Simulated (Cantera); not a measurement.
Input: 1 mol SiO2, 2.3 mol C, 1.8 mol H2, equilibrated at 1402 °C and 95000 Pa.

Equilibrium computed with Cantera from the NASA thermochemical tables; the gas is ideal and each condensed phase is pure. Mutual solubility and eutectic melting of coexisting phases are not modelled. The tables hold silica as quartz up to 1696 K and as liquid above; real silica turns to tridymite and cristobalite and melts near 1996 K. Rates play no part.

```
species                before    after
-------------------  --------  -------
H2                      0.710    0.473
CO                      0.288    0.434
SiO                   0.00109   0.0920
CH4                  0.000577  9.32e-8
Si                    6.14e-9  1.68e-5
C2H2 (acetylene)      4.12e-5  4.88e-7
H2O                  0.000108  2.22e-6
CO2                   1.32e-5  6.16e-7
H                    0.000100  0.00157
C(graphite), mol         1.21        0
SiC(s), mol             0.363    0.650
SiO2(β-quartz), mol     0.634        0
```
Gas species are given as mole fractions.

Question: Name the change that produced these shifts.
A) temperature from 1402 °C to 727 °C
B) pressure from 95000 Pa to 260 Pa
C) temperature from 1402 °C to 1602 °C
D) temperature from 1402 °C to 725 °C

Answer: B, pressure from 95000 Pa to 260 Pa
